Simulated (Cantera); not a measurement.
A perfectly stirred reactor is fed with CH₄ : H₂O = 1 : 0.33 (molar parts), at 4.05 atm; it is held at 2075 K, and followed from long to short residence time.

Model: GRI-Mech 3.0 (53 species, 325 reactions), integrated in Cantera. GRI-Mech 3.0 stops at C3 and has no aromatics, soot or wall deposition, so with more carbon than oxygen in the feed, carbon stays in small species such as C2H2 where larger ones or solid carbon would form.

```csv
quantity,before,after
x(CH₄) at τ = 24.0 s,0.00904,0.205
x(H₂O) at τ = 24.0 s,3.10e-5,0.0347
x(CH₂) at τ = 24.0 s,5.64e-7,1.83e-9
x(CO) at τ = 24.0 s,0.125,0.117
x(CO₂) at τ = 24.0 s,1.07e-6,0.00255
x(CH₄) at τ = 0.250 s,0.0109,0.285
x(H₂O) at τ = 0.250 s,0.00262,0.172
x(CH₂) at τ = 0.250 s,7.01e-7,4.42e-9
x(CO) at τ = 0.250 s,0.123,0.0102
x(CO₂) at τ = 0.250 s,8.93e-5,0.00110
```

Q: Which change was made?
A) temperature 2075 to 1550 K
B) temperature 2075 to 1898 K
C) temperature 2075 to 1700 K
D) CH4 1 to 0.29 parts

A: A, temperature 2075 to 1550 K
